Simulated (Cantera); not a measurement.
**Premixed flame**

A freely propagating, adiabatic, planar premixed flame of H₂ : O₂ : N₂ = 1 : 0.25 : 0.94 (molar parts), equivalence ratio 2.0, unburnt at 548 K and 760 Torr; mixture-averaged transport, grid criteria slope 0.08 and curve 0.16, no radiation.

Model: the H2/O2 subset of GRI-Mech 3.0, which has no nitrogen chemistry, integrated in Cantera. Burning velocities carry a grid error of a few per cent, more on coarse grids.

```csv
z (mm),T (K),u (m/s),x H₂,x O₂,x H₂O,x H₂O₂,x OH,x HO₂
-1.29,548,7.73,0.457,0.114,<1e-8,<1e-8,<1e-8,<1e-8
-0.857,548,7.73,0.457,0.114,<1e-8,<1e-8,<1e-8,<1e-8
-0.643,548,7.73,0.457,0.114,<1e-8,<1e-8,<1e-8,<1e-8
-0.429,548,7.73,0.457,0.114,1.52e-7,<1e-8,<1e-8,5.61e-7
-0.214,572,8.03,0.453,0.114,0.000999,4.87e-6,8.01e-5,0.000260
-0.107,806,11.1,0.420,0.108,0.0211,1.27e-5,0.000662,0.000170
0,1215,16.2,0.319,0.0703,0.102,2.05e-6,0.00216,6.85e-5
0.107,1491,19.7,0.229,0.0186,0.202,1.04e-6,0.00406,1.75e-5
0.214,1611,21.2,0.208,0.00363,0.232,6.37e-7,0.00445,3.28e-6
0.429,1724,22.5,0.211,0.000816,0.239,4.13e-7,0.00486,7.33e-7
0.857,1841,23.8,0.221,0.000520,0.242,2.42e-7,0.00495,4.60e-7
1.71,1956,25.1,0.230,0.000318,0.246,1.28e-7,0.00455,2.88e-7
3.43,2056,26.1,0.238,0.000166,0.249,6.48e-8,0.00373,1.63e-7
```
x: mole fraction of selected species; z is measured from the peak of heat release.

```yaml
laminar_burning_velocity: 773 cm/s
thermal_thickness: 0.429 mm
peak x(H₂O₂): 1.44e-5
peak x(OH): 0.00497
peak x(HO₂): 0.000297
grid_points: 131
```
